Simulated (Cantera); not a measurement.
## Thermodynamics of carbothermic reduction, feed MgO + CO + H2

Charge: 1 mol MgO, a varied amount of CO, 1.6 mol H2, held at 1102 °C and 47000 Pa.

Method: chemical equilibrium by Gibbs-energy minimisation in Cantera with the NASA 1993 tables (ideal gas, pure condensed phases). Candidate condensed phases: C, C6H6, C7H8, C8H18, H2O, Mg, MgCO3, MgO, Mg(OH)2; 116 gas species. Kinetics and transport are ignored.

```tsv
n(CO) (mol)	log p CO	log p H2	log p CH4	log p CO2	log p H2O	n MgO(s)	n C(graphite)
0.91	-0.77	-0.52	-3.44	-4.10	-3.54	1.00	0
1.9	-0.59	-0.67	-3.64	-3.84	-3.60	1.00	0.00124
3	-0.51	-0.79	-3.88	-3.68	-3.64	1.00	0.00299
4	-0.47	-0.87	-4.05	-3.60	-3.68	1.00	0.00437
5	-0.45	-0.94	-4.19	-3.55	-3.73	1.00	0.00565
6.1	-0.43	-1.01	-4.32	-3.51	-3.78	1.00	0.00699
7.1	-0.42	-1.06	-4.43	-3.49	-3.82	1.00	0.00816
8.2	-0.41	-1.12	-4.53	-3.46	-3.86	1.00	0.00942
9.2	-0.40	-1.16	-4.62	-3.45	-3.89	1.00	0.0105
```
log p: log10 of the partial pressure in bar; n: condensed amount in mol.

At 0.91 mol CO the condensed part is MgO(s). From 1.9 mol CO to 9.2 mol CO the condensed part is C(graphite) + MgO(s). The main Mg-bearing gas is Mg throughout.
